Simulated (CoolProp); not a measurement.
Vapour-liquid equilibrium of CHF3 (R23) (1) + R11 (2) at 265 K; x and y are mole fractions of (1).

Computed with CoolProp (multi-fluid Helmholtz-energy mixture model, Penoncello 2003 and Jacobsen 1992; pair parameters Bell 2016).

| x | bubble pressure, mixture model (MPa) | bubble pressure, Raoult's law (MPa) | y, mixture model | y, Raoult's law |
|---|---|---|---|---|
| 0.05 | 0.2740 | 0.1260 | 0.895 | 0.789 |
| 0.2 | 0.8973 | 0.4201 | 0.965 | 0.947 |
| 0.35 | 1.278 | 0.7142 | 0.974 | 0.975 |
| 0.5 | 1.451 | 1.008 | 0.978 | 0.986 |
| 0.65 | 1.536 | 1.302 | 0.979 | 0.992 |
| 0.8 | 1.647 | 1.596 | 0.983 | 0.996 |
| 0.95 | 1.873 | 1.891 | 0.993 | 0.999 |

The largest gap from Raoult's law is +117.5 % in bubble pressure, at x = 0.05. No azeotrope shows between x = 0.05 and 0.95.

Pair parameters are fitted to limited data, so mixtures are less certain than the pure fluids. The gap from Raoult's law changes sign with composition, which may be real or a fault of the pair parameters; it wasn't checked against measurements. With so large a gap from Raoult's law the liquid may split in two, which this calculation doesn't test in full.
